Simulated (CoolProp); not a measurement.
Vapour pressure (bar) of n-perfluoropentane: the reference equation beside estimates from Tc = 147.9 °C, pc = 20.63 bar, ω = 0.436.

Computed with CoolProp (reference Helmholtz-energy equation of state, Gao 2022).

```csv
T (°C),reference,van der Waals,Redlich-Kwong
-34.65,0.04360,1.276,0.2250
-25.95,0.07538,?,0.3354
-17.35,?,?,0.4815
-8.65,0.1965,2.326,0.6741
0.05,0.3008,2.777,0.9196
8.65,0.4439,3.278,1.222
17.35,0.6396,3.842,1.596
26.05,0.8980,4.466,2.047
34.65,1.228,?,?
43.35,1.650,?,3.204
51.95,?,6.702,3.924
60.65,2.814,7.587,4.759
69.35,3.595,8.543,5.710
```

Problem. Some entries are withheld; supply them.

Solution. 
- -25.95, van der Waals: 1.580
- -17.35, reference: 0.1238
- -17.35, van der Waals: 1.926
- 34.65, van der Waals: 5.144
- 34.65, Redlich-Kwong: 2.577
- 43.35, van der Waals: 5.894
- 51.95, reference: 2.169

Absolute difference from the reference over all 13 rows, mean and median: van der Waals 831.9 and 500.7 %, Redlich-Kwong 181.9 and 149.5 %.
